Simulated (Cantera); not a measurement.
Charge: 1 mol HMDSO, 0.2 mol N2O, 0.085 mol O3, held at 19.0 mbar.

Equilibrium computed with Cantera from the NASA thermochemical tables; the gas is ideal and each condensed phase is pure. Candidate condensed phases: C, C6H6, C7H8, C8H18, H2O, Si, SiC, SiO2, Si2N2O, Si3N4; 151 gas species. The feed counts by its element totals alone. Mutual solubility and eutectic melting of coexisting phases are not modelled. The tables hold silica as quartz up to 1696 K and as liquid above; real silica turns to tridymite and cristobalite and melts near 1996 K. The numbers say what is thermodynamically allowed, not how fast it happens.

Problem. Which condensed phases are stable at each of these points (T (°C)): 252, 352, 452, 552, 652, 752, 852, 952, 1052?

Solution. 
```
T (°C)                                   condensed phases  Si condensed (%)
------  -------------------------------------------------  ----------------
252     C(graphite) + SiC(s) + SiO2(α-quartz) + Si2N2O(s)             100.0
352     C(graphite) + SiC(s) + SiO2(α-quartz) + Si2N2O(s)             100.0
452     C(graphite) + SiC(s) + SiO2(α-quartz) + Si2N2O(s)             100.0
552     C(graphite) + SiC(s) + SiO2(α-quartz) + Si2N2O(s)             100.0
652     C(graphite) + SiC(s) + SiO2(β-quartz) + Si2N2O(s)             100.0
752     C(graphite) + SiC(s) + SiO2(β-quartz) + Si2N2O(s)             100.0
852     C(graphite) + SiC(s) + SiO2(β-quartz) + Si2N2O(s)             100.0
952     C(graphite) + SiC(s) + SiO2(β-quartz) + Si2N2O(s)             100.0
1052    C(graphite) + SiC(s) + SiO2(β-quartz) + Si2N2O(s)             100.0
```

From 252 °C to 552 °C the condensed part is C(graphite) + SiC(s) + SiO2(α-quartz) + Si2N2O(s). From 652 °C to 1052 °C the condensed part is C(graphite) + SiC(s) + SiO2(β-quartz) + Si2N2O(s).
